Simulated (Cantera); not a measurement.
A Cantera script and what it prints.

```python
import numpy as np
import cantera as ct

gas_names = """
    N NO NO2 NO3 N2 N2O O O2 O3 Pb PbO Pb2
""".split()
cond_names = """
    Pb(cr) Pb(L) PbO(rd) PbO(yw) PbO(L) PbO2(s) Pb3O4(s)
""".split()


# ... load() reads the species with a 1 bar reference pressure and builds the phases ...
atoms = {
    'Pb': {'Pb': 1},
    'O2': {'O': 2},
    'N2': {'N': 2},
}
top_T = {'Pb3O4(s)': 820}  # K; cautious upper limits of use, not melting points


# ... equilibrate(T, P, feed) seeds the gas with the atoms and calls Mixture.equilibrate('TP', solver="vcs", rtol=1e-11, max_steps=5000) ...
results = []
T = 548.15  # K
P = 133.322  # Pa
for m in [0.06, 0.16, 0.26, 0.37, 0.47, 0.57, 0.67, 0.77, 0.88]:
    feed = {'Pb': 1, 'O2': m, 'N2': 0.72}  # mol
    mix = equilibrate(T, P, feed)
    results.append((T, P, feed, dict(zip(mix.species_names, mix.species_moles))))
    x = sorted(zip(gas.X, gas.species_names), reverse=True)
    print(f"T = {T:g} K  P = {P:g} Pa  n(O2) = {m:g} mol  gas = {mix.phase_moles(0):.4g} mol")
    print("   x: " + "  ".join(f"{s} {v:.3e}" for v, s in x if v > 1e-05))
    print("   condensed (mol): " + ("  ".join(f"{mix.phase(i).name} {mix.phase_moles(i):.4g}"
          for i in range(1, mix.n_phases) if mix.phase_moles(i) > 1e-12) or "none"))
```

Result:

```
T = 548.15 K  P = 133.322 Pa  n(O2) = 0.06 mol  gas = 0.72 mol
   x: N2 1.000e+00
   condensed (mol): Pb(cr) 0.88  PbO(rd) 0.12
T = 548.15 K  P = 133.322 Pa  n(O2) = 0.16 mol  gas = 0.72 mol
   x: N2 1.000e+00
   condensed (mol): Pb(cr) 0.68  PbO(rd) 0.32
T = 548.15 K  P = 133.322 Pa  n(O2) = 0.26 mol  gas = 0.72 mol
   x: N2 1.000e+00
   condensed (mol): Pb(cr) 0.48  PbO(rd) 0.52
T = 548.15 K  P = 133.322 Pa  n(O2) = 0.37 mol  gas = 0.72 mol
   x: N2 1.000e+00
   condensed (mol): Pb(cr) 0.26  PbO(rd) 0.74
T = 548.15 K  P = 133.322 Pa  n(O2) = 0.47 mol  gas = 0.72 mol
   x: N2 1.000e+00
   condensed (mol): Pb(cr) 0.06  PbO(rd) 0.94
T = 548.15 K  P = 133.322 Pa  n(O2) = 0.57 mol  gas = 0.79 mol
   x: N2 9.114e-01  O2 8.861e-02
   condensed (mol): PbO(rd) 1
T = 548.15 K  P = 133.322 Pa  n(O2) = 0.67 mol  gas = 0.89 mol
   x: N2 8.090e-01  O2 1.910e-01
   condensed (mol): PbO(rd) 1
T = 548.15 K  P = 133.322 Pa  n(O2) = 0.77 mol  gas = 0.99 mol
   x: N2 7.273e-01  O2 2.727e-01
   condensed (mol): PbO(rd) 1
T = 548.15 K  P = 133.322 Pa  n(O2) = 0.88 mol  gas = 1.1 mol
   x: N2 6.545e-01  O2 3.455e-01
   condensed (mol): PbO(rd) 1
```

Method: chemical equilibrium by Gibbs-energy minimisation in Cantera with the NASA 1993 tables (ideal gas, pure condensed phases).
